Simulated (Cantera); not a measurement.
Thermodynamics of nitride etching, feed Si3N4 + HCl + N2

Charge: 1 mol Si3N4, 29 mol HCl, 59 mol N2, at 1377 °C and 1.60 Pa.

Cantera equilibrium calculation (NASA polynomials, part measured and part estimated; ideal gas, pure solids and liquids). Candidate condensed phases: NH4Cl, Si, Si3N4; 28 gas species. The tables' values for SiCl3, SiCl are old estimates; treat these amounts as uncertain. Kinetics and transport are ignored.

```yaml
x(N2): 0.669
x(HCl): 0.232
x(H2): 0.0408
x(SiCl2): 0.0325
x(Cl): 0.0205
x(H): 0.00458
x(SiCl3): 0.000155
x(SiCl): 0.000122
x(Si): 0.000116
gas_amount: 91.15 mol
log10 activity of Si(s) (absent): -2.16
```
